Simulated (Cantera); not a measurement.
An isothermal, constant-pressure homogeneous reactor starts with CH4 : H2O = 1 : 0.37 (molar parts), at 1325 K and 750 Torr. Integrator tolerance rtol = 1e-08.

Cantera simulation using GRI-Mech 3.0 (53 species, 325 reactions); the numbers are that mechanism's predictions, not measurements. GRI-Mech 3.0 stops at C3 and has no aromatics, soot or wall deposition, so with more carbon than oxygen in the feed, carbon stays in small species such as C2H2 where larger ones or solid carbon would form.

Question: What does this change do: pressure from 750 Torr to 1730 Torr?

Answer: 
```json
[
 {"quantity": "x(CH4) at 90.0 s", "before": "0.349 (gas-phase equilibrium 0.259)", "after": "0.431 (gas-phase equilibrium 0.282)"},
 {"quantity": "x(H2O) at 90.0 s", "before": "0.187 (gas-phase equilibrium 5.30e-6)", "after": "0.192 (gas-phase equilibrium 2.38e-5)"},
 {"quantity": "x(CH2CO) at 90.0 s", "before": "5.72e-6 (gas-phase equilibrium 3.07e-7)", "after": "3.72e-6 (gas-phase equilibrium 3.51e-7)"},
 {"quantity": "x(CH2) at 90.0 s", "before": "7.77e-11 (gas-phase equilibrium 1.60e-11)", "after": "4.18e-11 (gas-phase equilibrium 7.82e-12)"},
 {"quantity": "x(HO2) at 90.0 s", "before": "<1e-12 (gas-phase equilibrium <1e-12)", "after": "<1e-12 (gas-phase equilibrium <1e-12)"}
]
```

Question: What does this change do: pressure from 750 Torr to 8250 Torr?

Answer: 
```json
[
 {"quantity": "x(CH4) at 90.0 s", "before": "0.349 (gas-phase equilibrium 0.259)", "after": "0.542 (gas-phase equilibrium 0.296)"},
 {"quantity": "x(H2O) at 90.0 s", "before": "0.187 (gas-phase equilibrium 5.30e-6)", "after": "0.199 (gas-phase equilibrium 0.000493)"},
 {"quantity": "x(CH2CO) at 90.0 s", "before": "5.72e-6 (gas-phase equilibrium 3.07e-7)", "after": "1.26e-6 (gas-phase equilibrium 3.77e-7)"},
 {"quantity": "x(CH2) at 90.0 s", "before": "7.77e-11 (gas-phase equilibrium 1.60e-11)", "after": "1.10e-11 (gas-phase equilibrium 1.75e-12)"},
 {"quantity": "x(HO2) at 90.0 s", "before": "<1e-12 (gas-phase equilibrium <1e-12)", "after": "<1e-12 (gas-phase equilibrium <1e-12)"}
]
```
